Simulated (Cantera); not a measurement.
An isothermal, constant-pressure homogeneous reactor starts with NH3 : N2 = 1 : 0.26 (molar parts), at 2150 K and 97.5 Torr. Integrator tolerance rtol = 1e-08.

Cantera simulation using the gas-phase N/H chemistry of the illustrative SiF4/NH3 mechanism in the Surface Chemkin manual (1991); the numbers are that mechanism's predictions, not measurements. Walls and surfaces, which speed up NH3 decomposition in real reactors, are not modelled.

Problem. What does this change do: temperature 2150 to 1675 K?

Solution. 
```
quantity                                            before                                      after
-----------------  ---------------------------------------  -----------------------------------------
x(NH3) at 50.0 s   6.36e-7 (gas-phase equilibrium 6.36e-7)     0.0361 (gas-phase equilibrium 1.56e-6)
x(NH) at 50.0 s    1.10e-8 (gas-phase equilibrium 1.10e-8)   3.37e-7 (gas-phase equilibrium 3.84e-11)
x(H) at 50.0 s     0.00954 (gas-phase equilibrium 0.00954)  0.000155 (gas-phase equilibrium 0.000264)
x(N2) at 50.0 s        0.335 (gas-phase equilibrium 0.335)        0.330 (gas-phase equilibrium 0.336)
x(H2) at 50.0 s        0.656 (gas-phase equilibrium 0.656)        0.633 (gas-phase equilibrium 0.663)
x(N2H2) at 50.0 s    <1e-12 (gas-phase equilibrium <1e-12)     1.77e-8 (gas-phase equilibrium <1e-12)
```
